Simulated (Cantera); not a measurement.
Standard-state values (1 bar) from the NASA 1993 polynomials, evaluated with Cantera. Values are per mole of reaction as written; species without (g) are pure solids or liquids, kept so even where they would boil at 1 bar.

Q: Between 500 and 1900 K, where is each reaction favourable under standard conditions?
- 1.2 Ti + O2(g) → 0.4 Ti3O5
- 0.8 Ta + O2(g) → 0.4 Ta2O5
- 4 Li + O2(g) → 2 Li2O

A: 
- 1.2 Ti + O2(g) → 0.4 Ti3O5: ΔG° is -890 kJ at 500 K and -655 kJ at 1900 K; it stays negative (K > 1). ΔH° is -963 kJ and ΔS° -162 J/K at 1900 K.
- 0.8 Ta + O2(g) → 0.4 Ta2O5: ΔG° is -728 kJ at 500 K and -496 kJ at 1900 K; it stays negative (K > 1). ΔH° is -795 kJ and ΔS° -157 J/K at 1900 K.
- 4 Li + O2(g) → 2 Li2O: ΔG° is -1072 kJ at 500 K and -697 kJ at 1900 K; it stays negative (K > 1). ΔH° is -1059 kJ and ΔS° -190 J/K at 1900 K.
